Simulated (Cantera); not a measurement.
A Cantera script and what it prints.

```python
import numpy as np
import cantera as ct

gas_names = """
    C CH CH2 CH3 CH2OH CH3O CH4 CH3OH CO COS CO2 COOH CS CS2 C2 C2H CHCO,ketyl C2H2,acetylene
    C2H2,vinylidene CH2CO,ketene C2H3,vinyl CH3CO,acetyl C2H4 C2H4O,ethylen CH3CHO,ethanal CH3COOH
    (HCOOH)2 C2H5 C2H6 CH3OCH3 C2H5OH C2O C3 C3H3,propargyl C3H4,allene C3H4,propyne C3H4,cyclo-
    C3H5,allyl C3H6,propylene C3H6,cyclo- C3H6O C3H7,n-propyl C3H7,i-propyl C3H8 C3H8O,1propanol
    C3H8O,2propanol C3O2 C4 C4H2 C4H4,1,3-cyclo- C4H6,butadiene C4H6,2-butyne C4H6,cyclo- C4H8,1-butene
    C4H8,cis2-buten C4H8,tr2-butene C4H8,isobutene C4H8,cyclo- (CH3COOH)2 C4H9,n-butyl C4H9,i-butyl
    C4H9,s-butyl C4H9,t-butyl C4H10,isobutane C4H10,n-butane C5 C5H6,1,3cyclo- C5H8,cyclo-
    C5H10,1-pentene C5H10,cyclo- C5H11,pentyl C5H11,t-pentyl C5H12,n-pentane C5H12,i-pentane
    CH3C(CH3)2CH3 C6H2 C6H5,phenyl C6H5O,phenoxy C6H6 C6H5OH,phenol C6H10,cyclo- C6H12,1-hexene
    C6H12,cyclo- C6H13,n-hexyl C7H7,benzyl C7H8 C7H8O,cresol C7H14,1-heptene C7H15,n-heptyl
    C7H16,n-heptane C8H8,styrene C8H10,ethylbenz C8H16,1-octene C8H17,n-octyl C8H18,isooctane
    C8H18,n-octane C9H19,n-nonyl C10H8,naphthale C10H21,n-decyl C12H9,o-bipheny C12H10,bipheny Fe FeC5O5
    FeO Fe(OH)2 H HCO HO2 H2 HCHO,formaldehy HCOOH H2O H2O2 H2S H2SO4 O OH O2 O3 S SH SO SO2 SO3 S2 S2O
    S8
""".split()
cond_names = """
    C(gr) C6H6(L) C7H8(L) C8H18(L),n-octa Fe(a) Fe(c) Fe(d) Fe(L) FeC5O5(L) FeO(s) FeO(L) Fe(OH)2(s)
    Fe(OH)3(s) FeS(a) FeS(b) FeS(c) FeS(L) FeSO4(s) FeS2(s) Fe2O3(s) Fe2S3O12(s) Fe3O4(s) H2O(s) H2O(L)
    H2SO4(L) S(cr1) S(cr2) S(L)
""".split()


def load(file, names, dense=False):
    # The tables refer to 1 bar. Condensed volumes are neglected.
    table = {s.name: s for s in ct.Species.list_from_file(file)}
    out = []
    for n in names:
        d = dict(table[n].input_data)
        d["thermo"] = dict(d["thermo"], **{"reference-pressure": 1e5})
        if dense:
            d["equation-of-state"] = {"model": "constant-volume", "density": "1e6 g/cm^3"}
        out.append(ct.Species.from_dict(d))
    return out


gas = ct.Solution(thermo="ideal-gas", species=load("nasa_gas.yaml", gas_names))
cond = {s.name: ct.Solution(thermo="fixed-stoichiometry", species=[s], name=s.name)
        for s in load("nasa_condensed.yaml", cond_names, dense=True)}
atoms = {
    'Fe2O3': {'Fe': 2, 'O': 3},
    'H2S': {'H': 2, 'S': 1},
    'CO2': {'C': 1, 'O': 2},
}
top_T = {'C(gr)': 4500, 'FeSO4(s)': 950, 'FeS2(s)': 1010, 'Fe2O3(s)': 1830, 'Fe2S3O12(s)': 1100, 'Fe3O4(s)': 1870}  # K; cautious upper limits of use, not melting points


def equilibrate(T, P, feed):
    n = {}
    for name, mol in feed.items():
        for a, k in atoms[name].items():
            n[a] = n.get(a, 0.0) + k * mol
    gas.TPX = T, P, n
    mass = sum(n.values()) * gas.mean_molecular_weight
    gas.equilibrate("TP")
    valid = [c for c in cond.values() if c.min_temp <= T <= top_T.get(c.name, c.max_temp)]
    mix = ct.Mixture([(gas, mass / gas.mean_molecular_weight)] + [(c, 0.0) for c in valid])
    mix.T, mix.P = T, P
    mix.equilibrate("TP", solver="vcs", rtol=1e-11, max_steps=5000)
    return mix


results = []
feed = {'Fe2O3': 1, 'H2S': 0.14, 'CO2': 0.055}  # mol
T = 1698.15  # K
for P in [1000, 4600, 21000, 96000, 440000, 2000000]:
    mix = equilibrate(T, P, feed)
    results.append((T, P, feed, dict(zip(mix.species_names, mix.species_moles))))

top = {s: max(r[3][s] / sum(r[3][g] for g in gas_names) for r in results) for s in gas_names}
cols = sorted((s for s in top if top[s] > 1e-05), key=lambda s: -top[s])[:7]
seen = [c for c in cond_names if any(r[3].get(c, 0) > 1e-12 for r in results)]
print("log10 of partial pressures in bar; condensed amounts in mol")
print(f"{'P/Pa':>10s}" + "".join(f"{s[:9]:>10s}" for s in cols + seen))
for T, P, feed, n in results:
    ng = sum(n[g] for g in gas_names)
    print(f"{P:10.4g}" + "".join(f"{np.log10(max(n[s] / ng * P / 1e5, 1e-99)):10.3f}" for s in cols)
          + "".join(f"{n.get(c, 0):10.4g}" for c in seen))
```

It prints:

```
log10 of partial pressures in bar; condensed amounts in mol
      P/Pa       SO2       H2O       CO2        CO        H2        SO       H2S    FeO(L)  Fe3O4(s)
      1000    -2.381    -2.385    -2.802    -4.190    -4.305    -4.824    -8.233    0.2477    0.5841
      4600    -1.718    -1.722    -2.139    -3.527    -3.642    -4.161    -6.907    0.2472    0.5843
   2.1e+04    -1.058    -1.062    -1.480    -2.867    -2.982    -3.501    -5.588    0.2469    0.5843
   9.6e+04    -0.398    -0.402    -0.820    -2.207    -2.322    -2.841    -4.268    0.2465    0.5845
   4.4e+05     0.262     0.259    -0.158    -1.546    -1.661    -2.181    -2.946    0.2448    0.5851
     2e+06     0.917     0.917     0.500    -0.887    -1.003    -1.526    -1.633    0.2374    0.5875
```

These are equilibrium values from Cantera (NASA tables, ideal gas, pure condensed phases), not measurements of a reactor. Mutual solubility and eutectic melting of coexisting phases are not modelled. The tables' stoichiometric FeO is somewhat more stable than real wüstite, so its field is too wide. FeO: taken at fixed stoichiometry.
